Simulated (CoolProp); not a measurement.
Saturation properties of sulfur dioxide (Tc = 430.6 K, pc = 7.887 MPa, ω = 0.256).

Model: reference Helmholtz-energy equation of state, Gao 2016, in CoolProp.

```tsv
T (K)	p (MPa)	vapour Z	surface tension (mN/m)
237.2	0.02735	0.9889	33.6
244.6	0.04109	0.9852	32.2
251.9	0.05973	0.9808	30.7
259.3	0.08511	0.9754	29.3
266.7	0.1185	0.9691	27.8
274	0.1610	0.9620	26.4
281.4	0.2155	0.9537	24.9
288.8	0.2835	0.9444	23.5
296.1	0.3660	0.9340	22.1
303.5	0.4673	0.9224	20.6
310.9	0.5889	0.9095	19.2
318.2	0.7312	0.8956	17.8
325.6	0.9005	0.8801	16.4
333	1.098	0.8632	15.0
340.3	1.323	0.8450	13.6
```

It boils at 263.1 K under 1 atm.

Surface tension comes from a separate correlation (Mulero 2012).
